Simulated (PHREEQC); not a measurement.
HCl is added in steps, without added water, to 1 kg of water holding 0.0014 mol/kgw NaHCO3, 0.0011 mol/kgw Na2SO4 and 0.18 mol/kgw KCl, at 25 °C. CO2 from the air is kept out. The run lets Arcanite, Burkeite, Glaserite, Halite, Kalicinite, Mirabilite, Misenite, Nahcolite, Natron, Sylvite, Thenardite, Trona precipitate or redissolve, and no other solid.

Base run: PHREEQC, Pitzer model, pitzer.dat. Each further column changes one thing. The table gives pH.

```json
[
 {"HCl added (mol)": "0", "base": "8.04", "database phreeqc.dat, Debye-Hückel limiting law": "…", "database phreeqc.dat, metal-ligand complexes left out": "8.06", "database phreeqc.dat": "8.06", "database phreeqc.dat, Davies equation for every ion": "8.06"},
 {"HCl added (mol)": "0.0003625", "base": "6.66", "database phreeqc.dat, Debye-Hückel limiting law": "…", "database phreeqc.dat, metal-ligand complexes left out": "6.67", "database phreeqc.dat": "6.67", "database phreeqc.dat, Davies equation for every ion": "6.67"},
 {"HCl added (mol)": "0.0006042", "base": "6.32", "database phreeqc.dat, Debye-Hückel limiting law": "6.26", "database phreeqc.dat, metal-ligand complexes left out": "6.33", "database phreeqc.dat": "6.33", "database phreeqc.dat, Davies equation for every ion": "6.33"},
 {"HCl added (mol)": "0.0009667", "base": "5.86", "database phreeqc.dat, Debye-Hückel limiting law": "…", "database phreeqc.dat, metal-ligand complexes left out": "5.87", "database phreeqc.dat": "5.87", "database phreeqc.dat, Davies equation for every ion": "5.86"},
 {"HCl added (mol)": "0.001329", "base": "5.01", "database phreeqc.dat, Debye-Hückel limiting law": "4.97", "database phreeqc.dat, metal-ligand complexes left out": "5.01", "database phreeqc.dat": "5.01", "database phreeqc.dat, Davies equation for every ion": "5.02"},
 {"HCl added (mol)": "0.001571", "base": "3.88", "database phreeqc.dat, Debye-Hückel limiting law": "…", "database phreeqc.dat, metal-ligand complexes left out": "3.86", "database phreeqc.dat": "3.86", "database phreeqc.dat, Davies equation for every ion": "3.89"},
 {"HCl added (mol)": "0.001933", "base": "3.40", "database phreeqc.dat, Debye-Hückel limiting law": "…", "database phreeqc.dat, metal-ligand complexes left out": "3.38", "database phreeqc.dat": "3.38", "database phreeqc.dat, Davies equation for every ion": "3.41"},
 {"HCl added (mol)": "0.002296", "base": "3.17", "database phreeqc.dat, Debye-Hückel limiting law": "…", "database phreeqc.dat, metal-ligand complexes left out": "3.16", "database phreeqc.dat": "3.15", "database phreeqc.dat, Davies equation for every ion": "3.18"},
 {"HCl added (mol)": "0.002537", "base": "3.07", "database phreeqc.dat, Debye-Hückel limiting law": "3.17", "database phreeqc.dat, metal-ligand complexes left out": "3.05", "database phreeqc.dat": "3.05", "database phreeqc.dat, Davies equation for every ion": "3.08"},
 {"HCl added (mol)": "0.0029", "base": "2.95", "database phreeqc.dat, Debye-Hückel limiting law": "3.05", "database phreeqc.dat, metal-ligand complexes left out": "2.93", "database phreeqc.dat": "2.93", "database phreeqc.dat, Davies equation for every ion": "2.96"}
]
```

Fill in the missing entries.


- 0, database phreeqc.dat, Debye-Hückel limiting law: 7.89
- 0.0003625, database phreeqc.dat, Debye-Hückel limiting law: 6.59
- 0.0009667, database phreeqc.dat, Debye-Hückel limiting law: 5.79
- 0.001571, database phreeqc.dat, Debye-Hückel limiting law: 3.97
- 0.001933, database phreeqc.dat, Debye-Hückel limiting law: 3.49
- 0.002296, database phreeqc.dat, Debye-Hückel limiting law: 3.27

 pitzer.dat has no redox and few complexes: it carries them in its interaction parameters. Solids allowed in the column 'database phreeqc.dat, Debye-Hückel limiting law': Halite, Sylvite. Solids allowed in the column 'database phreeqc.dat, metal-ligand complexes left out': Halite, Sylvite. Solids allowed in the column 'database phreeqc.dat': Halite, Sylvite. Solids allowed in the column 'database phreeqc.dat, Davies equation for every ion': Halite, Sylvite.
